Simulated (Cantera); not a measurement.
What does this Cantera script print?

```python
import numpy as np
import cantera as ct

gas = ct.Solution("gri30.yaml")


def delay(T, t_max=10):
    gas.TPX = T, 101325, {'CO': 1, 'H2': 0.18, 'O2': 0.894, 'N2': 3.36}
    reactor = ct.IdealGasConstPressureReactor(gas, clone=False)
    net = ct.ReactorNet([reactor])
    net.rtol, net.atol = 1e-8, 1e-16
    while net.time < t_max:
        t_old, T_old = net.time, reactor.T
        net.step()
        if reactor.T > T + 400:  # ignition: a rise of 400 K
            return t_old + (T + 400 - T_old) / (reactor.T - T_old) * (net.time - t_old)
    return np.nan


taus = []
for T in [925, 1025, 1125, 1225, 1325, 1425, 1525, 1625, 1725, 1825]:
    taus.append(delay(T))
    print(f"T0 = {T:6g} K   tau = {taus[-1]:.4e} s")
```

It prints:

```
T0 =    925 K   tau = 1.0528e-02 s
T0 =   1025 K   tau = 3.8649e-04 s
T0 =   1125 K   tau = 1.6597e-04 s
T0 =   1225 K   tau = 1.0855e-04 s
T0 =   1325 K   tau = 8.5103e-05 s
T0 =   1425 K   tau = 7.4706e-05 s
T0 =   1525 K   tau = 7.1445e-05 s
T0 =   1625 K   tau = 7.3224e-05 s
T0 =   1725 K   tau = 7.8938e-05 s
T0 =   1825 K   tau = 8.7795e-05 s
```

Cantera simulation using GRI-Mech 3.0 (53 species, 325 reactions); the numbers are that mechanism's predictions, not measurements. Below about 950 K walls govern HO2 and H2O2 in real vessels. Where the delays flatten at high temperature, the 400 K rule measures the pace of heat release, not the induction time.
